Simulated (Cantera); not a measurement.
An adiabatic, constant-volume homogeneous reactor starts with 12.7 % H₂, 15.9 % O₂, 59.8 % N₂, 11.6 % H₂O, equivalence ratio 0.40, at 1800 K and 101000 Pa.

Detailed kinetics in Cantera: GRI-Mech 3.0 (53 species, 325 reactions).

**Question.** Predict: time of steepest temperature rise; temperature at 0.300 s; equilibrium temperature; x(H₂) at 0.300 s; x(O₂) at 0.300 s; x(H₂O) at 0.300 s; x(NO₂) at 0.300 s; x(NO) at 0.300 s; x(OH) at 0.300 s.

**Answer.** 
- time of steepest temperature rise = 8.41 µs
- temperature at 0.300 s = 2570 K
- equilibrium temperature = 2570 K
- x(H₂) at 0.300 s = 0.00570 (gas-phase equilibrium 0.00570)
- x(O₂) at 0.300 s = 0.0888 (gas-phase equilibrium 0.0888)
- x(H₂O) at 0.300 s = 0.239 (gas-phase equilibrium 0.239)
- x(NO₂) at 0.300 s = 9.46e-6 (gas-phase equilibrium 9.46e-6)
- x(NO) at 0.300 s = 0.0150 (gas-phase equilibrium 0.0150)
- x(OH) at 0.300 s = 0.0207 (gas-phase equilibrium 0.0207)
